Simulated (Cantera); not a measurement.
A perfectly stirred reactor is fed with H₂ : O₂ = 0.092 : 1 (molar parts), equivalence ratio 0.046, at 2200 Pa; it is held at 1375 K, and followed from long to short residence time.

Detailed kinetics in Cantera: the H2/O2 subset of GRI-Mech 3.0, which has no nitrogen chemistry. Radical loss at walls, strong at low pressure, is not modelled. The temperature is held fixed by assumption; the heat of reaction is taken as removed at once.

Question: What does this change do: H2 0.092 to 0.017 parts?

Answer: 
```tsv
quantity	before	after
x(H₂) at τ = 2.30 s	0.000103	2.12e-5
x(O₂) at τ = 2.30 s	0.910	0.981
x(H₂O) at τ = 2.30 s	0.0869	0.0165
x(O) at τ = 2.30 s	0.00165	0.00140
x(H₂O₂) at τ = 2.30 s	5.15e-8	1.31e-8
x(H₂) at τ = 55.0 ms	0.000981	0.000171
x(O₂) at τ = 55.0 ms	0.892	0.973
x(H₂O) at τ = 55.0 ms	0.0820	0.0155
x(O) at τ = 55.0 ms	0.0167	0.00906
x(H₂O₂) at τ = 55.0 ms	1.35e-7	2.94e-8
```

Question: What does this change do: O2 1 to 7.8 parts?

Answer: 
```
quantity                  before     after
----------------------  --------  --------
x(H₂) at τ = 2.30 s     0.000103   1.52e-5
x(O₂) at τ = 2.30 s        0.910     0.987
x(H₂O) at τ = 2.30 s      0.0869    0.0114
x(O) at τ = 2.30 s       0.00165   0.00127
x(H₂O₂) at τ = 2.30 s    5.15e-8   9.61e-9
x(H₂) at τ = 55.0 ms    0.000981  0.000128
x(O₂) at τ = 55.0 ms       0.892     0.980
x(H₂O) at τ = 55.0 ms     0.0820    0.0108
x(O) at τ = 55.0 ms       0.0167   0.00716
x(H₂O₂) at τ = 55.0 ms   1.35e-7   2.11e-8
```
